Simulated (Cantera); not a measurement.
Charge: 1 mol SiH4, 1.3 mol N2, 0.54 mol NH3, equilibrated at 10.0 mbar.

Equilibrium computed with Cantera from the NASA thermochemical tables; the gas is ideal and each condensed phase is pure. Candidate condensed phases: Si, Si3N4; 18 gas species. The tables' values for SiN are old estimates; treat these amounts as uncertain. Gases not in the tables: Si2H6 and higher silanes. Equilibrium is a limit: real reactors are often held back by kinetics, nucleation or transport.

x: gas mole fraction; n: condensed amount in mol.

```
T (°C)   x H2   x N2       x H        x Si     x SiH    x Si2N     x SiN  n Si3N4(s)  n Si(l)
------  -----  -----  --------  ----------  --------  --------  --------  ----------  -------
525     0.757  0.243  2.32e-11      <1e-12    <1e-12    <1e-12    <1e-12       0.333        0
725     0.757  0.243   1.87e-8      <1e-12    <1e-12    <1e-12    <1e-12       0.333        0
925     0.757  0.243   1.65e-6      <1e-12    <1e-12    <1e-12    <1e-12       0.333        0
1125    0.757  0.243   4.12e-5  (withheld)  5.87e-10  3.06e-12  1.35e-10       0.333        0
1325    0.756  0.243  0.000463  (withheld)   4.31e-7   3.91e-8   9.67e-8       0.333        0
1525    0.639  0.358   0.00281  (withheld)   2.83e-5   1.32e-5   8.22e-6           0    0.998
1725    0.628  0.354    0.0127  (withheld)  0.000230   8.71e-5   6.62e-5           0    0.978
```

Task: Complete the blanks.

Result: 
- 1125, x Si: 1.34e-9
- 1325, x Si: 2.26e-6
- 1525, x Si: 0.000308
- 1725, x Si: 0.00425
